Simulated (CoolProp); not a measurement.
Values from CoolProp's reference Helmholtz-energy equation of state, Lemmon 2006. It is a short technical equation, of lower accuracy than the large ones.

Question: For neopentane, give the phase and the cv (kJ/(kg K)), expansivity (1/kK) at 364.8 K and 0.906 MPa.

Answer: 
- 364.8 K and 0.906 MPa: gas; cv 1.97, expansivity 5.83
